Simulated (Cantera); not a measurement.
# Equilibrium for boron, boron nitride and boron oxide: BF₃ + O₂ + N₂

Input: 1 mol BF₃, 4.9 mol O₂, 42 mol N₂, equilibrated at 2423 K.

Equilibrium computed with Cantera from the NASA thermochemical tables; the gas is ideal and each condensed phase is pure. Candidate condensed phases: B, BN, B₂O₃; 31 gas species. The tables' values for BF₂ are old estimates; treat these amounts as uncertain. The numbers say what is thermodynamically allowed, not how fast it happens.

From 0.0750 Torr to 750 Torr nothing is condensed. The main B-bearing gas is BOF at 0.0750 Torr and BF₃ at 750 Torr.

| P (Pa) | x N₂ | x O | x O₂ | x F | x BOF | x BF₃ | x NO |
|---|---|---|---|---|---|---|---|
| 10 | 0.793 | 0.127 | 0.0169 | 0.0382 | 0.0186 | 7.05e-6 | 0.00569 |
| 46 | 0.809 | 0.0878 | 0.0370 | 0.0387 | 0.0192 | 4.97e-5 | 0.00850 |
| 220 | 0.824 | 0.0498 | 0.0569 | 0.0387 | 0.0193 | 0.000420 | 0.0106 |
| 1000 | 0.837 | 0.0260 | 0.0706 | 0.0348 | 0.0173 | 0.00266 | 0.0119 |
| 4600 | 0.849 | 0.0130 | 0.0808 | 0.0242 | 0.0120 | 0.00824 | 0.0129 |
| 22000 | 0.859 | 0.00619 | 0.0878 | 0.0134 | 0.00663 | 0.0139 | 0.0135 |
| 100000 | 0.864 | 0.00296 | 0.0915 | 0.00680 | 0.00336 | 0.0173 | 0.0138 |
x: gas mole fraction; nothing condenses.
